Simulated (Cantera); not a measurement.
An isothermal, constant-pressure homogeneous reactor starts with 1.76 % CH2O, 0.265 % O2, 98.0 % N2, at 1600 K and 1.28 atm.

Detailed kinetics in Cantera: GRI-Mech 3.0 (53 species, 325 reactions).

x: mole fraction; the columns are a selection and need not sum to one.

| t (s) | x CH2O | x O2 | x H | x CH2 | x NO | x N2O | x CH2CO |
|---|---|---|---|---|---|---|---|
| 1.00e-6 | 0.0176 | 0.00265 | 1.70e-7 | <1e-12 | <1e-12 | <1e-12 | <1e-12 |
| 3.64e-6 | 0.0176 | 0.00264 | ? | <1e-12 | <1e-12 | 2.40e-12 | 1.00e-12 |
| 1.33e-5 | 0.0175 | 0.00264 | 2.44e-6 | 1.86e-11 | <1e-12 | 4.49e-11 | 1.46e-11 |
| 4.84e-5 | 0.0154 | 0.00253 | 2.66e-5 | 2.25e-9 | 1.21e-12 | 1.38e-9 | 1.14e-9 |
| 0.000176 | 0.000296 | 0.00183 | 0.000225 | 1.14e-9 | 3.64e-10 | 1.02e-8 | 1.51e-8 |
| 0.000643 | 2.56e-10 | 1.42e-6 | 0.00303 | <1e-12 | 7.55e-8 | 8.25e-10 | <1e-12 |
| 0.00234 | 2.02e-10 | 2.58e-7 | 0.00162 | <1e-12 | 1.29e-7 | 3.40e-10 | <1e-12 |
| 0.00854 | 1.54e-10 | 3.12e-8 | 0.000595 | <1e-12 | 1.45e-7 | 1.15e-10 | <1e-12 |
| 0.0311 | 1.32e-10 | 2.71e-9 | 0.000178 | <1e-12 | 1.44e-7 | 3.35e-11 | <1e-12 |
| 0.113 | 1.24e-10 | 2.12e-10 | 5.00e-5 | <1e-12 | 1.22e-7 | 9.95e-12 | <1e-12 |
| 0.413 | 1.22e-10 | 1.77e-11 | ? | <1e-12 | ? | 2.57e-12 | <1e-12 |
| 1.51 | 1.21e-10 | 3.22e-12 | 6.22e-6 | <1e-12 | 2.71e-8 | <1e-12 | <1e-12 |
| 5.49 | 1.21e-10 | 2.60e-12 | 5.60e-6 | <1e-12 | 1.05e-8 | <1e-12 | <1e-12 |
| 20.0 | 1.21e-10 | 2.60e-12 | 5.60e-6 | <1e-12 | 9.76e-9 | <1e-12 | <1e-12 |

Problem. Fill in the missing entries.

Solution. 
- 3.64e-6, x H: 5.96e-7
- 0.413, x H: 1.45e-5
- 0.413, x NO: 7.27e-8
